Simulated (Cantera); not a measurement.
# Gas-phase reforming

An isothermal, constant-pressure homogeneous reactor starts with 20.8 % CH4, 47.9 % CO2, 31.2 % H2, at 1475 K and 15.0 bar.

Model: GRI-Mech 3.0 (53 species, 325 reactions), integrated in Cantera. The pressure lies above the range GRI-Mech 3.0 was tuned for (to about 10 atm).

```json
[
 {"t (s)": "2.00e-5", "x CH4": "0.208", "x CO2": "0.479", "x H2": "0.312", "x CH2CO": "<1e-12", "x CH2O": "2.72e-9"},
 {"t (s)": "6.55e-5", "x CH4": "0.208", "x CO2": "0.479", "x H2": "0.312", "x CH2CO": "1.56e-11", "x CH2O": "3.06e-8"},
 {"t (s)": "0.000215", "x CH4": "0.208", "x CO2": "0.479", "x H2": "0.312", "x CH2CO": "2.63e-10", "x CH2O": "1.14e-7"},
 {"t (s)": "0.000703", "x CH4": "0.208", "x CO2": "0.478", "x H2": "0.311", "x CH2CO": "2.97e-9", "x CH2O": "2.23e-7"},
 {"t (s)": "0.00230", "x CH4": "0.207", "x CO2": "0.475", "x H2": "0.309", "x CH2CO": "2.31e-8", "x CH2O": "2.70e-7"},
 {"t (s)": "0.00754", "x CH4": "0.206", "x CO2": "0.464", "x H2": "0.300", "x CH2CO": "1.14e-7", "x CH2O": "3.10e-7"},
 {"t (s)": "0.0247", "x CH4": "0.200", "x CO2": "0.431", "x H2": "0.274", "x CH2CO": "4.95e-7", "x CH2O": "4.22e-7"},
 {"t (s)": "0.0809", "x CH4": "0.184", "x CO2": "0.347", "x H2": "0.209", "x CH2CO": "2.26e-6", "x CH2O": "7.11e-7"},
 {"t (s)": "0.265", "x CH4": "0.144", "x CO2": "0.230", "x H2": "0.143", "x CH2CO": "9.45e-6", "x CH2O": "1.20e-6"},
 {"t (s)": "0.869", "x CH4": "0.121", "x CO2": "0.188", "x H2": "0.144", "x CH2CO": "1.20e-5", "x CH2O": "1.24e-6"},
 {"t (s)": "2.85", "x CH4": "0.116", "x CO2": "0.169", "x H2": "0.166", "x CH2CO": "7.54e-6", "x CH2O": "1.02e-6"},
 {"t (s)": "9.32", "x CH4": "0.0979", "x CO2": "0.137", "x H2": "0.208", "x CH2CO": "3.57e-6", "x CH2O": "8.35e-7"},
 {"t (s)": "30.5", "x CH4": "0.0650", "x CO2": "0.104", "x H2": "0.269", "x CH2CO": "1.53e-6", "x CH2O": "8.23e-7"},
 {"t (s)": "100", "x CH4": "0.0292", "x CO2": "0.0769", "x H2": "0.331", "x CH2CO": "5.43e-7", "x CH2O": "9.37e-7"}
]
```
x: mole fraction; the columns are a selection and need not sum to one.

Equilibrium at this temperature and pressure: CH4 0.000237, CO2 0.0593, H2 0.382, CH2CO 4.05e-9, CH2O 1.08e-6 (gas phase only).
